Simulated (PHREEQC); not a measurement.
# Geothermal or formation water

Model water analysis in mg/kgw, 40 °C, pH 6.53: Na 6110; K 201; Ca 155; Mg 106; Cl 9950; S(6) as SO4 1550; Alkalinity as HCO3 4.75e-05; Br 218.

Cl is adjusted to close the charge balance.
Valence states are taken as typed.

The numbers come from PHREEQC with the Pitzer model, pitzer.dat.

This is a speciation only: nothing precipitates in the calculation.

**Question.** Predict the activity of water, osmotic coefficient, density.

**Answer.** activity of water 0.991; osmotic coefficient 0.904; density 1.004 g/cm³.

**Question.** In which forms is C present?

**Answer.** HCO3- 71 %, CO2 28 % of the C.

Complexes and solids missing from the database can't appear. At this temperature some constants are extrapolated from 25 °C, and those without enthalpy data are left unchanged.
